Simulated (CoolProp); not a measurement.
Ethane along the isotherm 44.45 °C: density (kg/m³) from the reference equation and from simpler models built on Tc = 32.2 °C, pc = 4.872 MPa, ω = 0.099; each cubic takes its own stable root.

Model: reference Helmholtz-energy equation of state, Bücker 2006, in CoolProp.

```
p (MPa)          phase  reference  ideal gas  van der Waals  Redlich-Kwong  Soave-Redlich-Kwong  Peng-Robinson
-------  -------------  ---------  ---------  -------------  -------------  -------------------  -------------
1.52               gas      19.22      17.31          19.04          19.25                19.23          19.47
3.05               gas      44.42      34.73          43.51          44.51                44.38          45.60
4.57               gas      82.88      52.04          80.73          82.98                    ?          86.11
6.09     supercritical      196.0      69.35          190.8              ?                178.1          190.4
7.61     supercritical      296.5      86.65          230.1          259.2                254.8              ?
9.14     supercritical          ?      104.1          248.4          289.4                286.2          315.0
10.7     supercritical      343.2      121.8              ?          309.8                307.3          339.2
12.2     supercritical      355.8      138.9          270.5          324.9                322.7              ?
```

Question: Some entries are withheld; supply them.

Answer: 
- 4.57, Soave-Redlich-Kwong: 82.26
- 6.09, Redlich-Kwong: 186.9
- 7.61, Peng-Robinson: 278.7
- 9.14, reference: 325.4
- 10.7, van der Waals: 261.1
- 12.2, Peng-Robinson: 356.9
